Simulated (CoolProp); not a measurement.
Computed with CoolProp (reference Helmholtz-energy equation of state, Platzer 1990). This equation is an older, rougher fit; its heat capacities, sound speeds and derivatives of the liquid may be far off and weren't checked against measurements.

Give the vapour pressure (kPa), liquid viscosity (µPa s), vapour viscosity (µPa s) of saturated CF4 (R14) at -84.95 °C.


| T (°C) | p (kPa) | liquid viscosity (µPa s) | vapour viscosity (µPa s) |
|---|---|---|---|
| -84.95 | 992 | 118 | 12.3 |

Viscosity comes from a separate model (Huber 2003), an estimate that may be off by 10 % or more.
